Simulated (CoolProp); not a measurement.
Saturation properties of the fluoroketone C6F12O (FK-5-1-12) (Tc = 168.7 °C, pc = 1.869 MPa, ω = 0.471).

The numbers come from the reference Helmholtz-energy equation of state, McLinden 2015 in CoolProp.

| T (°C) | p (MPa) | vapour density (kg/m³) | enthalpy of vaporisation (kJ/kg) |
|---|---|---|---|
| -64.05 | 0.0001080 | 0.01965 | 119.1 |
| -58.25 | 0.0001930 | 0.03416 | 117.4 |
| -52.55 | 0.0003289 | 0.05672 | 115.7 |
| -46.75 | ? | 0.09189 | 114.1 |
| -40.95 | 0.0008798 | 0.1443 | 112.5 |
| -35.15 | 0.001375 | 0.2202 | 110.9 |
| -29.35 | 0.002093 | 0.3275 | ? |
| -23.55 | 0.003108 | ? | ? |
| -17.85 | 0.004482 | 0.6718 | 106.3 |
| -12.05 | 0.006373 | ? | 104.8 |
| -6.25 | 0.008886 | 1.280 | 103.2 |
| -0.45 | 0.01217 | 1.721 | ? |
| 5.35 | 0.01640 | 2.278 | 100.2 |
| 11.15 | 0.02175 | 2.972 | 98.61 |

**Question.** What belongs in the gaps?

**Answer.** 
- -46.75, p (MPa): 0.0005466
- -29.35, enthalpy of vaporisation (kJ/kg): 109.4
- -23.55, vapour density (kg/m³): 0.4756
- -23.55, enthalpy of vaporisation (kJ/kg): 107.8
- -12.05, vapour density (kg/m³): 0.9358
- -0.45, enthalpy of vaporisation (kJ/kg): 101.7

It boils at 49.1 °C under 1 atm.
